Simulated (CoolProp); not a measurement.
The numbers come from the reference Helmholtz-energy equation of state, Platzer 1990 in CoolProp. This equation is an older, rougher fit; its heat capacities, sound speeds and derivatives of the liquid may be far off and weren't checked against measurements.

Question: Give the vapour pressure (MPa), vapour density (kg/m³), enthalpy of vaporisation (kJ/kg) of saturated R21 at 82.45 °C.

Answer: 
```
T (°C)  p (MPa)  vapour density (kg/m³)  enthalpy of vaporisation (kJ/kg)
------  -------  ----------------------  --------------------------------
82.45     0.907                    37.4                               192
```
